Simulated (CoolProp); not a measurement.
Vapour-liquid equilibrium of dimethyl ether (1) + n-butane (2) at 253.2 K; x and y are mole fractions of (1).

Model: multi-fluid Helmholtz-energy mixture model, Wu 2011 and Bücker 2006; pair parameters Bell 2016, in CoolProp.

```json
[
 {"x": "0.05", "bubble pressure, mixture model (kPa)": "53.60", "bubble pressure, Raoult's law (kPa)": "49.27", "y, mixture model": "?", "y, Raoult's law": "0.126"},
 {"x": "0.2", "bubble pressure, mixture model (kPa)": "73.87", "bubble pressure, Raoult's law (kPa)": "61.15", "y, mixture model": "0.492", "y, Raoult's law": "0.407"},
 {"x": "0.35", "bubble pressure, mixture model (kPa)": "?", "bubble pressure, Raoult's law (kPa)": "73.02", "y, mixture model": "0.637", "y, Raoult's law": "0.597"},
 {"x": "0.5", "bubble pressure, mixture model (kPa)": "?", "bubble pressure, Raoult's law (kPa)": "84.89", "y, mixture model": "0.731", "y, Raoult's law": "0.733"},
 {"x": "0.65", "bubble pressure, mixture model (kPa)": "108.9", "bubble pressure, Raoult's law (kPa)": "96.77", "y, mixture model": "0.806", "y, Raoult's law": "0.836"},
 {"x": "0.8", "bubble pressure, mixture model (kPa)": "116.4", "bubble pressure, Raoult's law (kPa)": "108.6", "y, mixture model": "?", "y, Raoult's law": "0.917"},
 {"x": "0.95", "bubble pressure, mixture model (kPa)": "122.7", "bubble pressure, Raoult's law (kPa)": "120.5", "y, mixture model": "0.965", "y, Raoult's law": "0.981"}
]
```

Task: Complete the blanks.

Result: 
- 0.05, y, mixture model: 0.192
- 0.35, bubble pressure, mixture model (kPa): 88.77
- 0.5, bubble pressure, mixture model (kPa): 100.0
- 0.8, y, mixture model: 0.879

The largest gap from Raoult's law is +21.6 % in bubble pressure, at x = 0.35. No azeotrope shows between x = 0.05 and 0.95.

The pair parameters rest on a limited set of measurements; away from them the model extrapolates.
